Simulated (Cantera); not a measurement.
A perfectly stirred reactor is fed with 7.66 % CH4, 19.4 % O2, 73.0 % N2, at 6.40 bar; it is adiabatic with a 700 K inlet, and is followed from long to short residence time, starting on the burning branch (τ in s: 0.054, 0.019, 0.0067, 0.0023, 0.00082, 0.00029, 0.0001, 3.6e-05, 1.3e-05, 4.4e-06).

Model: GRI-Mech 3.0 (53 species, 325 reactions), integrated in Cantera.

One state of this run: T (K) = 2071; x CH4 = 0.000533; x O2 = 0.0508; x O = 0.00234; x H = 0.00191; x CH3 = 0.000165. x: mole fraction; the columns are a selection and need not sum to one.

Problem. Which value of τ (s) does it belong to?
A) 0.019
B) 3.6e-5
C) 1.3e-5
D) 4.4e-6

Solution. B, 3.6e-5
